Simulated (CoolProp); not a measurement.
Aqueous potassium formate as a coolant, at -3 °C, 1 atm.

Values from CoolProp's Melinder's fits for secondary coolants.

| mass % | freezing point (°C) | cp (kJ/(kg K)) | viscosity (mPa s) | density (kg/m³) | Prandtl number |
|---|---|---|---|---|---|
| 9.4 | -4.6 | 3.832 | 2.17 | 1060 | 15.3 |
| 12.2 | -6.2 | 3.721 | 2.23 | 1078 | 15.3 |
| 15 | -8.0 | 3.614 | 2.29 | 1096 | 15.4 |
| 17.8 | -10.0 | 3.509 | 2.38 | 1114 | 15.6 |
| 20.6 | -12.1 | 3.409 | 2.48 | 1133 | 16.0 |
| 23.4 | -14.5 | 3.312 | 2.60 | 1152 | 16.4 |
| 26.2 | -17.1 | 3.220 | 2.73 | 1171 | 16.9 |
| 29 | -20.0 | 3.133 | 2.86 | 1191 | 17.4 |
| 31.8 | -23.3 | 3.051 | 3.00 | 1211 | 18.0 |
| 34.6 | -26.9 | 2.974 | 3.15 | 1231 | 18.6 |
